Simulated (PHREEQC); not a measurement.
PHREEQC input (ion-association model, phreeqc.dat):

```
SOLUTION 0
  temp 25
  units mmol/kgw
  pH 7 charge
  S(6) 1.5
  Zn 1.5
  Cl 26.01
  K 26
  O(0) 1 O2(g) -0.68
SOLUTION 1-40
  temp 25
  units mmol/kgw
  pH 7 charge
  Br 0.76
  K 0.76
  S(6) 1.5
  Mg 1.5
  Cl 15.41
  Zn 7.7
  O(0) 1 O2(g) -0.68
END
EXCHANGE 1-40
  X 0.041
  -equilibrate 1
END
SELECTED_OUTPUT 1
  -reset false
  -pH true
  -pe true
  -ionic_strength true
  -water true
  -step true
  -totals Br Cl K Mg S Zn S(-2) S(6)
  -molalities ZnX2 MgX2 KX
  -saturation_indices Sylvite Zn(OH)2(e)
PRINT
  -reset false
TRANSPORT
  -cells 40
  -shifts 198
  -lengths 0.025
  -time_step 720
  -dispersivities 0.08
  -boundary_conditions flux flux
  -correct_disp true
  -punch_cells 40
  -punch_frequency 6
END
```

Selected output (columns that matter, 16 of 34 rows; pore volumes added in front):

```
pore volumes	pH	mu	Br	Cl	K	Mg	Zn	m_ZnX2	m_MgX2	m_KX	si_Sylvite	si_Zn(OH)2(e)
0	5.0474	0.02733	0.00076	0.01541	0.00076	0.0015	0.0077	0.01791	0.0022459	0.00068823	-5.9779	-3.8209
0.3125	5.0473	0.027348	0.00075903	0.015423	0.00076027	0.001501	0.0077052	0.01791	0.0022459	0.00068824	-5.9774	-3.8207
0.6125	5.0458	0.029191	0.00065669	0.016851	0.00085782	0.0015964	0.0082235	0.017886	0.0022386	0.00075084	-5.8906	-3.8019
1.0625	5.0433	0.035035	0.0002768	0.022149	0.0035713	0.0016814	0.009241	0.017049	0.0020115	0.0028796	-5.1639	-3.7764
1.3625	5.0463	0.036254	0.0001211	0.024321	0.0074651	0.0014304	0.0085531	0.015772	0.0017145	0.0060272	-4.8048	-3.8094
1.6625	5.0513	0.03593	4.8359e-05	0.025336	0.011462	0.001114	0.007342	0.014318	0.001414	0.009535	-4.5997	-3.8665
1.9625	5.0565	0.035118	1.8381e-05	0.025754	0.014816	0.0008388	0.0061344	0.01293	0.0011515	0.012837	-4.4791	-3.9333
2.2625	5.0611	0.034299	6.7944e-06	0.025915	0.017417	0.00062735	0.0051201	0.011698	0.00093383	0.015736	-4.4042	-4.0015
2.7125	5.0665	0.033328	1.484e-06	0.025989	0.020181	0.00040964	0.0039904	0.010172	0.00068047	0.019296	-4.3366	-4.0976
3.0125	5.0693	0.032857	5.3256e-07	0.026003	0.021476	0.00031139	0.003447	0.0093485	0.00055042	0.021202	-4.3083	-4.1551
3.3125	5.0714	0.032495	1.9023e-07	0.026007	0.022466	0.00023845	0.0030271	0.008658	0.00044452	0.022795	-4.2877	-4.2067
3.6125	5.0732	0.032217	6.7751e-08	0.026009	0.02323	0.00018365	0.002701	0.008081	0.00035814	0.024122	-4.2725	-4.2525
3.9125	5.0745	0.032002	2.4086e-08	0.02601	0.023824	0.00014202	0.0024461	0.0076006	0.00028766	0.025223	-4.261	-4.2926
4.3625	5.0761	0.031765	5.0956e-09	0.02601	0.024482	9.7016e-05	0.0021622	0.0070299	0.00020562	0.026529	-4.2486	-4.3428
4.6625	5.0768	0.031649	1.8078e-09	0.02601	0.024806	7.5338e-05	0.0020218	0.0067317	0.00016352	0.02721	-4.2426	-4.3703
4.9625	5.0775	0.031559	6.4114e-10	0.02601	0.025061	5.8494e-05	0.0019108	0.0064874	0.00012946	0.027766	-4.2379	-4.3935
```

Complexes and solids missing from the database can't appear.
